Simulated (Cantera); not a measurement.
An adiabatic, constant-volume homogeneous reactor starts with 1.40 % C3H8, 20.0 % O2, 75.0 % N2, 3.63 % H2O, equivalence ratio 0.35, at 1725 K and 21.0 bar.

Model: GRI-Mech 3.0 (53 species, 325 reactions), integrated in Cantera. GRI-Mech 3.0 was tuned for natural gas; its chemistry of propane as a main component is partial and can be far from experiment. The pressure lies above the range GRI-Mech 3.0 was tuned for (to about 10 atm).

Q: Predict: time of steepest temperature rise; temperature at 0.900 s; equilibrium temperature; x(O2) at 0.900 s; x(H2O) at 0.900 s; x(NO) at 0.900 s.

A: 
```json
{
  "time_of_steepest_temperature_rise": "2.05 µs",
  "temperature at 0.900 s": "2553 K",
  "equilibrium_temperature": "2553 K",
  "x(O2) at 0.900 s": "0.117 (gas-phase equilibrium 0.117)",
  "x(H2O) at 0.900 s": "0.0873 (gas-phase equilibrium 0.0873)",
  "x(NO) at 0.900 s": "0.0182 (gas-phase equilibrium 0.0182)"
}
```
